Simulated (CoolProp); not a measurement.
Saturation properties of carbon dioxide.

Values from CoolProp's reference Helmholtz-energy equation of state, Span 1996.

```tsv
T (K)	p (bar)	vapour density (kg/m³)	enthalpy of vaporisation (kJ/kg)	surface tension (mN/m)	liquid viscosity (µPa s)
235.6	10.98	28.53	317.9	12.1	185
240.3	12.96	33.64	309.1	11.1	172
244.9	15.14	39.36	300.0	10.1	159
249.6	17.63	46.03	290.2	9.11	148
254.3	20.40	53.66	279.9	8.14	137
258.9	23.42	62.20	269.1	7.21	127
263.6	26.83	72.21	257.5	6.28	118
268.3	30.58	83.75	244.9	5.38	109
```

Viscosity comes from a separate model (Laesecke 2017). Surface tension comes from a separate correlation (Mulero 2012).
